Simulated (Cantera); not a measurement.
Mixture: 2.78 % CH4, 0.696 % CO, 10.2 % O2, 86.3 % N2, at 730000 Pa, adiabatic and at constant volume. Ignition delay is the time to a rise of 400 K.

Detailed kinetics in Cantera: GRI-Mech 3.0 (53 species, 325 reactions).

**Question.** Predict: delay at 1150 K; delay at 1250 K; delay at 1350 K; delay at 1450 K; delay at 1550 K; apparent activation energy between 1500 and 1600 K.

**Answer.** 
```
Property                                                 Value
--------------------------------------------------  ----------
delay at 1150 K                                        24.3 ms
delay at 1250 K                                        6.41 ms
delay at 1350 K                                        1.95 ms
delay at 1450 K                                       0.655 ms
delay at 1550 K                                       0.242 ms
apparent activation energy between 1500 and 1600 K  190 kJ/mol
```
